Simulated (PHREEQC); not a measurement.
Consider water at 25 °C with 0.0025 mol/kgw CdSO4, 0.0018 mol/kgw NaCl and 0.015 mol/kgw HCl. Closed to the air; pH follows from the charge balance.

Computed with PHREEQC (ion-association model, phreeqc.dat).

| quantity | before | after |
|---|---|---|
| pH | 1.91 | 1.87 |
| ionic strength (mol/kgw) | 0.0219 | 0.0168 |

### Question
What was changed between the two runs?
A. CdSO4 left out
B. diluted 10-fold with water
C. diluted 100-fold with water
D. NaCl from 0.0018 to 0.00162 mol/kgw

### Answer
A, CdSO4 left out

This is a speciation only: nothing precipitates in the calculation.
